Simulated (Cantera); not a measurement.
Charge: 1 mol c-C4F8, 0.89 mol HCl, 1.6 mol H2, 0.076 mol CH4, held at 1623 K and 5.00 Pa.

These are equilibrium values from Cantera (NASA tables, ideal gas, pure condensed phases), not measurements of a reactor. Candidate condensed phases: C, C6H6, C7H8, C8H18; 118 gas species. The feed counts by its element totals alone. Gases not in the tables: C2F6 and larger saturated fluorocarbons. The numbers say what is thermodynamically allowed, not how fast it happens.

Base state: HF 0.699, Cl 0.141, CF4 0.134, F 0.0137, CF2 0.0120, HCl 0.000567, CF3 0.000327, Cl2 6.28e-5 (mole fractions); condensed: C(graphite).

Task: What changes in the equilibrium state with this change: HCl from 0.89 to 0.086 mol?

Result: 
```csv
species,before,after
HF,0.699,0.737
CF4,0.134,0.214
Cl,0.141,0.0176
CF2,0.0120,0.0152
F,0.0137,0.0155
Cl2,6.28e-5,9.78e-7
HCl,0.000567,6.63e-5
ClF,1.25e-5,1.76e-6
"C(graphite), mol",3.16,2.95
```
